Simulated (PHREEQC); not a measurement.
Make-up at 20 °C: 1 mol/kgw H2SO4 and 0.12 mol/kgw ZnSO4. Closed to the air; pH follows from the charge balance.

The numbers come from PHREEQC with the ion-association model, phreeqc.dat.

```json
[
 {"quantity": "pH", "before": "0.12", "after": "0.76"},
 {"quantity": "ionic strength (mol/kgw)", "before": "1.38", "after": "0.302"},
 {"quantity": "HSO4- (mol/kgw)", "before": "0.982", "after": "0.179"},
 {"quantity": "SO4-2 (mol/kgw)", "before": "0.0952", "after": "0.0343"},
 {"quantity": "Zn+2 (mol/kgw)", "before": "0.0847", "after": "0.0150"},
 {"quantity": "ZnSO4 (mol/kgw)", "before": "0.0277", "after": "0.00711"}
]
```

### Question
Name the change that produced these shifts.
A. ZnSO4 from 0.12 to 0.06 mol/kgw
B. diluted 5-fold with water
C. temperature from 20 to 60 °C
D. temperature from 20 to 90 °C
E. temperature from 20 to 15 °C

### Answer
B, diluted 5-fold with water

Precipitation was switched off in this run. The ionic strength passes 0.7 mol/kgw, the rough limit of the ion-association models, in before.
